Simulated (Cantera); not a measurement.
Charge: 1 mol CH3SiH3, 190 mol H2, at 998.15 K and 0.350 bar.

Equilibrium computed with Cantera from the NASA thermochemical tables; the gas is ideal and each condensed phase is pure. Candidate condensed phases: C, C6H6, C7H8, C8H18, Si, SiC; 87 gas species. The feed counts by its element totals alone. Rates play no part.

Base state: H2 1.000, CH4 1.31e-5 (mole fractions); condensed: Si(s) + SiC(s).

Question: What changes in the equilibrium state with this change: temperature from 998.15 K to 2325 K?

Answer: 
```
species            before     after
----------------  -------  --------
H2                  1.000     0.979
H                 3.65e-9    0.0184
Si                  <1e-9   0.00121
C2H2 (acetylene)    <1e-9  0.000848
SiH                 <1e-9  0.000249
SiH2                <1e-9  0.000186
Si2C                <1e-9  0.000106
SiC2                <1e-9   3.23e-5
Si(s), mol        0.00250         0
SiC(s), mol         0.997     0.627
```
Gases not in the tables: Si2H6 and higher silanes.

Question: What changes in the equilibrium state with this change: temperature from 998.15 K to 2048 K?

Answer: 
```csv
species,before,after
H2,1.000,0.996
H,3.65e-9,0.00378
Si,<1e-9,6.43e-5
C2H2 (acetylene),<1e-9,5.01e-5
SiH2,<1e-9,4.11e-5
SiH,<1e-9,2.31e-5
CH4,1.31e-5,2.85e-5
"Si(s), mol",0.00250,0
"SiC(s), mol",0.997,0.974
```
Gases not in the tables: Si2H6 and higher silanes.
